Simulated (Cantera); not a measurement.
A freely propagating, adiabatic, planar premixed flame of H₂ : O₂ : N₂ : H₂O = 1 : 0.455 : 2.23 : 0.52 (molar parts), equivalence ratio 1.1, unburnt at 675 K and 23000 Pa; mixture-averaged transport, grid criteria slope 0.08 and curve 0.16, no radiation.

Detailed kinetics in Cantera: the H2/O2 subset of GRI-Mech 3.0, which has no nitrogen chemistry. Burning velocities carry a grid error of a few per cent, more on coarse grids.

x: mole fraction of selected species; z is measured from the peak of heat release.

```tsv
z (mm)	T (K)	u (m/s)	x H₂	x O₂	x H₂O	x HO₂	x H	x O
-10.6	675	6.13	0.238	0.108	0.124	<1e-8	<1e-8	<1e-8
-7.06	675	6.13	0.238	0.108	0.124	<1e-8	<1e-8	<1e-8
-5.29	675	6.13	0.238	0.108	0.124	<1e-8	<1e-8	<1e-8
-3.53	675	6.13	0.238	0.108	0.124	3.28e-7	7.34e-8	<1e-8
-1.77	680	6.17	0.236	0.108	0.124	7.77e-5	0.000129	4.64e-6
-0.882	780	7.00	0.218	0.105	0.135	7.13e-5	0.00416	0.000186
0	1115	9.75	0.130	0.0727	0.207	2.80e-5	0.0347	0.00374
0.882	1363	11.8	0.0581	0.0299	0.286	9.37e-6	0.0548	0.00735
1.77	1473	12.6	0.0496	…	0.302	…	…	0.00731
3.53	1595	13.6	0.0491	0.0186	0.311	4.44e-6	0.0392	0.00639
7.06	1720	14.5	0.0477	…	0.321	…	…	…
14.1	1841	15.4	0.0445	0.0119	0.333	2.15e-6	0.0196	0.00358
28.2	1946	16.1	0.0401	0.00861	0.344	1.40e-6	0.0127	0.00229
```

Problem. What belongs in the gaps?

Solution. 
- 1.77, x O₂: 0.0220
- 1.77, x HO₂: 6.08e-6
- 1.77, x H: 0.0497
- 7.06, x O₂: 0.0153
- 7.06, x HO₂: 3.16e-6
- 7.06, x H: 0.0287
- 7.06, x O: 0.00504
